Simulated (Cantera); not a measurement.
Charge: 1 mol SiCl4, 8.9 mol H2, at 898.15 K and 0.133 bar.

These are equilibrium values from Cantera (NASA tables, ideal gas, pure condensed phases), not measurements of a reactor. Candidate condensed phases: Si; 19 gas species. The tables' values for SiCl3 are old estimates; treat these amounts as uncertain. Equilibrium is a limit: real reactors are often held back by kinetics, nucleation or transport.

Base state: H2 0.884, SiCl4 0.0863, HCl 0.0149, SiHCl3 0.0143, SiH2Cl2 0.000223, SiCl3 0.000168, SiCl2 1.58e-5 (mole fractions); condensed: gas only.

Task: What changes in the equilibrium state with this change: SiCl4 replaced by Si?

Result: 
```
species       before  after
----------  --------  -----
H2             0.884   1.00
SiCl4         0.0863      0
HCl           0.0149      0
SiHCl3        0.0143      0
SiH2Cl2     0.000223      0
SiCl3       0.000168      0
Si(s), mol         0   1.00
```
